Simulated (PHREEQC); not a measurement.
Solution (80 °C): 2.8 mol K2CO3 and 0.0019 mol Na2B4O7 per kg of water. Closed to the air; pH follows from the charge balance.

Model: Pitzer model, pitzer.dat, run in PHREEQC.

Q: The ionic strength comes out as 8.37 mol/kgw. What activity coefficients do CO3-2, K+, Na+, B(OH)4-, OH- get?

A: CO3-2 0.33, K+ 0.72, Na+ 0.37, B(OH)4- 0.49, OH- 2.7. Single-ion values are on the MacInnes scale.

Precipitation was switched off in this run. Complexes and solids missing from the database can't appear. In brines, pH and single-ion activities rest on the MacInnes convention. Constants without temperature data keep their 25 °C values here.
